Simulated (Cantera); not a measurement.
Feed: 1 mol SiH₂Cl₂, 2.4 mol H₂, at 4.50 mbar.

Equilibrium computed with Cantera from the NASA thermochemical tables; the gas is ideal and each condensed phase is pure. Candidate condensed phases: Si; 19 gas species. The tables' values for SiCl, SiCl₃ are old estimates; treat these amounts as uncertain. Gases not in the tables: Si₂H₆ and higher silanes. Rates play no part.

At 1975 K, list the 5 most abundant gas species with their mole fractions, and the condensed phases.

H₂ 0.658, HCl 0.184, SiCl₂ 0.127, H 0.0165, Si 0.00718. Condensed: Si(l).
